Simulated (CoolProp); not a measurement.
R142b along the isotherm 139.35 °C: Z from the reference equation and from simpler models built on Tc = 137.1 °C, pc = 4.055 MPa, ω = 0.232; each cubic takes its own stable root.

Values from CoolProp's reference Helmholtz-energy equation of state, Lemmon 2006. It is a short technical equation, of lower accuracy than the large ones.

```csv
p (MPa),phase,reference,Redlich-Kwong,Soave-Redlich-Kwong
0.845,gas,0.9259,0.9267,0.9269
1.69,gas,0.8419,0.8448,0.8453
2.53,gas,0.7429,0.7498,0.7507
3.38,gas,0.6115,0.6258,0.6276
4.22,supercritical,0.2693,0.3010,0.3208
5.07,supercritical,0.2156,0.2687,0.2705
5.91,supercritical,0.2364,0.2877,0.2889
6.76,supercritical,0.2604,0.3114,0.3125
7.6,supercritical,0.2848,0.3363,0.3372
8.45,supercritical,0.3098,0.3619,0.3628
9.29,supercritical,0.3344,0.3873,0.3882
10.1,supercritical,0.3581,0.4118,0.4126
```
